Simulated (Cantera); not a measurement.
Feed: 1 mol SO2, a varied amount of H2, equilibrated at 702 °C and 101000 Pa.

Equilibrium computed with Cantera from the NASA thermochemical tables; the gas is ideal and each condensed phase is pure. Candidate condensed phases: H2O, H2SO4, S; 19 gas species. Gases not in the tables: S3 to S7. The numbers say what is thermodynamically allowed, not how fast it happens.

log p: log10 of the partial pressure in bar; nothing condenses.

```tsv
n(H2) (mol)	log p SO2	log p H2O	log p S2	log p H2S	log p S2O	log p H2
0.16	-0.08	-0.85	-1.53	-2.32	-2.41	-3.81
0.29	-0.14	-0.64	-1.32	-1.92	-2.29	-3.51
0.42	-0.21	-0.52	-1.21	-1.68	-2.24	-3.33
0.56	___	___	-1.14	___	-2.22	___
0.69	-0.34	-0.37	-1.09	-1.38	-2.22	-3.09
0.82	___	-0.33	-1.06	___	-2.23	___
0.96	-0.47	-0.29	-1.04	-1.20	-2.24	-2.93
```

Some entries are withheld; supply them.


- 0.56, log p SO2: -0.27
- 0.56, log p H2O: -0.43
- 0.56, log p H2S: -1.51
- 0.56, log p H2: -3.19
- 0.82, log p SO2: -0.40
- 0.82, log p H2S: -1.28
- 0.82, log p H2: -3.01
